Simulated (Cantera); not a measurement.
A Cantera script and what it prints.

```python
import numpy as np
import cantera as ct

gas_names = """
    C CH CH2 CH3 CH2OH CH3O CH4 CH3OH CO CO2 COOH C2 C2H CHCO,ketyl C2H2,acetylene C2H2,vinylidene
    CH2CO,ketene C2H3,vinyl CH3CO,acetyl C2H4 C2H4O,ethylen CH3CHO,ethanal CH3COOH (HCOOH)2 C2H5 C2H6
    CH3OCH3 C2H5OH C2O C3 C3H3,propargyl C3H4,allene C3H4,propyne C3H4,cyclo- C3H5,allyl C3H6,propylene
    C3H6,cyclo- C3H6O C3H7,n-propyl C3H7,i-propyl C3H8 C3H8O,1propanol C3H8O,2propanol C3O2 C4 C4H2
    C4H4,1,3-cyclo- C4H6,butadiene C4H6,2-butyne C4H6,cyclo- C4H8,1-butene C4H8,cis2-buten
    C4H8,tr2-butene C4H8,isobutene C4H8,cyclo- (CH3COOH)2 C4H9,n-butyl C4H9,i-butyl C4H9,s-butyl
    C4H9,t-butyl C4H10,isobutane C4H10,n-butane C5 C5H6,1,3cyclo- C5H8,cyclo- C5H10,1-pentene
    C5H10,cyclo- C5H11,pentyl C5H11,t-pentyl C5H12,n-pentane C5H12,i-pentane CH3C(CH3)2CH3 C6H2
    C6H5,phenyl C6H5O,phenoxy C6H6 C6H5OH,phenol C6H10,cyclo- C6H12,1-hexene C6H12,cyclo- C6H13,n-hexyl
    C7H7,benzyl C7H8 C7H8O,cresol C7H14,1-heptene C7H15,n-heptyl C7H16,n-heptane C8H8,styrene
    C8H10,ethylbenz C8H16,1-octene C8H17,n-octyl C8H18,isooctane C8H18,n-octane C9H19,n-nonyl
    C10H8,naphthale C10H21,n-decyl C12H9,o-bipheny C12H10,bipheny Fe FeC5O5 FeO Fe(OH)2 H HCO HO2 H2
    HCHO,formaldehy HCOOH H2O H2O2 O OH O2 O3
""".split()
cond_names = """
    C(gr) C6H6(L) C7H8(L) C8H18(L),n-octa Fe(a) Fe(c) Fe(d) Fe(L) FeC5O5(L) FeO(s) FeO(L) Fe(OH)2(s)
    Fe(OH)3(s) Fe2O3(s) Fe3O4(s) H2O(s) H2O(L)
""".split()


def load(file, names, dense=False):
    # The tables refer to 1 bar. Condensed volumes are neglected.
    table = {s.name: s for s in ct.Species.list_from_file(file)}
    out = []
    for n in names:
        d = dict(table[n].input_data)
        d["thermo"] = dict(d["thermo"], **{"reference-pressure": 1e5})
        if dense:
            d["equation-of-state"] = {"model": "constant-volume", "density": "1e6 g/cm^3"}
        out.append(ct.Species.from_dict(d))
    return out


gas = ct.Solution(thermo="ideal-gas", species=load("nasa_gas.yaml", gas_names))
cond = {s.name: ct.Solution(thermo="fixed-stoichiometry", species=[s], name=s.name)
        for s in load("nasa_condensed.yaml", cond_names, dense=True)}
atoms = {
    'Fe2O3': {'Fe': 2, 'O': 3},
    'CH4': {'C': 1, 'H': 4},
    'H2': {'H': 2},
}
top_T = {'C(gr)': 4500, 'Fe2O3(s)': 1830, 'Fe3O4(s)': 1870}  # K; cautious upper limits of use, not melting points


def equilibrate(T, P, feed):
    n = {}
    for name, mol in feed.items():
        for a, k in atoms[name].items():
            n[a] = n.get(a, 0.0) + k * mol
    gas.TPX = T, P, n
    mass = sum(n.values()) * gas.mean_molecular_weight
    gas.equilibrate("TP")
    valid = [c for c in cond.values() if c.min_temp <= T <= top_T.get(c.name, c.max_temp)]
    mix = ct.Mixture([(gas, mass / gas.mean_molecular_weight)] + [(c, 0.0) for c in valid])
    mix.T, mix.P = T, P
    mix.equilibrate("TP", solver="vcs", rtol=1e-11, max_steps=5000)
    return mix


results = []
feed = {'Fe2O3': 1, 'CH4': 1.7, 'H2': 3.5}  # mol
P = 960000  # Pa
for T in [973, 1173, 1373, 1573, 1773, 1973, 2173, 2373]:
    mix = equilibrate(T, P, feed)
    results.append((T, P, feed, dict(zip(mix.species_names, mix.species_moles))))

top = {s: max(r[3][s] / sum(r[3][g] for g in gas_names) for r in results) for s in gas_names}
cols = sorted((s for s in top if top[s] > 1e-05), key=lambda s: -top[s])[:5]
seen = [c for c in cond_names if any(r[3].get(c, 0) > 1e-12 for r in results)]
print("log10 of partial pressures in bar; condensed amounts in mol")
print(f"{'T/K':>10s}" + "".join(f"{s[:9]:>10s}" for s in cols + seen))
for T, P, feed, n in results:
    ng = sum(n[g] for g in gas_names)
    print(f"{T:10.4g}" + "".join(f"{np.log10(max(n[s] / ng * P / 1e5, 1e-99)):10.3f}" for s in cols)
          + "".join(f"{n.get(c, 0):10.4g}" for c in seen))
```

It prints:

```
log10 of partial pressures in bar; condensed amounts in mol
       T/K        H2       CH4        CO       H2O       CO2     Fe(a)     Fe(c)     Fe(d)     Fe(L)    FeO(s)
       973     0.734     0.408    -0.595     0.103    -1.019         0         0         0         0         2
      1173     0.794    -0.748     0.181     0.150    -0.567         2         0         0         0         0
      1373     0.807    -2.083     0.236     0.112    -0.772         0         2         0         0         0
      1573     0.805    -3.180     0.248     0.122    -0.896         0         2         0         0         0
      1773     0.803    -4.027     0.254     0.130    -0.989         0         0         2         0         0
      1973     0.802    -4.696     0.258     0.135    -1.061         0         0         0         2         0
      2173     0.800    -5.236     0.260     0.137    -1.118         0         0         0     1.998         0
      2373     0.798    -5.682     0.261     0.138    -1.165         0         0         0     1.988         0
```

These are equilibrium values from Cantera (NASA tables, ideal gas, pure condensed phases), not measurements of a reactor. The tables' stoichiometric FeO is somewhat more stable than real wüstite, so its field is too wide. FeO: taken at fixed stoichiometry.
